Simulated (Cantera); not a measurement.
Feed: 1 mol BaF₂, 14 mol H₂, 0.9 mol N₂, held at 2200 K and 7.50 Torr.

Cantera equilibrium calculation (NASA polynomials, part measured and part estimated; ideal gas, pure solids and liquids). Candidate condensed phases: Ba, BaF₂; 24 gas species. Equilibrium is a limit: real reactors are often held back by kinetics, nucleation or transport.

Base state: H₂ 0.803, N₂ 0.0543, H 0.0505, HF 0.0315, BaF₂ 0.0302, BaF 0.0288, Ba 0.00134 (mole fractions); condensed: gas only.

Q: What changes in the equilibrium state with this change: temperature from 2200 K to 1625 K?

A: 
| species | before | after |
|---|---|---|
| H₂ | 0.803 | 0.906 |
| N₂ | 0.0543 | 0.0584 |
| BaF₂ | 0.0302 | 0.0270 |
| H | 0.0505 | 0.000671 |
| HF | 0.0315 | 0.00419 |
| BaF | 0.0288 | 0.00415 |
| Ba | 0.00134 | 1.87e-5 |
| BaF₂(s), mol | 0 | 0.520 |
